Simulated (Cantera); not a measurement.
Feed: 1 mol CH4, 1.9 mol O2, 1.5 mol N2, held at 677 °C and 13.3 mbar.

These are equilibrium values from Cantera (NASA tables, ideal gas, pure condensed phases), not measurements of a reactor. Candidate condensed phases: C, C6H6, C7H8, C8H18, H2O; 136 gas species. Kinetics and transport are ignored.

Base state: H2O 0.410, N2 0.333, CO2 0.212, H2 0.0345, CO 0.00996 (mole fractions); condensed: gas only.

**Question.** What changes in the equilibrium state with this change: temperature from 677 °C to 1675 °C?

**Answer.** 
```
species   before     after
-------  -------  --------
H2O        0.410     0.424
N2         0.333     0.332
CO2        0.212     0.189
CO       0.00996    0.0326
H2        0.0345    0.0167
OH         <1e-9   0.00291
O2         <1e-9   0.00180
H          <1e-9   0.00126
NO         <1e-9  0.000397
O          <1e-9  0.000163
```

**Question.** What changes in the equilibrium state with this change: O2 from 1.9 to 0.58 mol?

**Answer.** 
| species | before | after |
|---|---|---|
| H2 | 0.0345 | 0.425 |
| N2 | 0.333 | 0.333 |
| CO | 0.00996 | 0.206 |
| H2O | 0.410 | 0.0191 |
| CO2 | 0.212 | 0.0165 |
| CH4 | <1e-9 | 2.31e-5 |
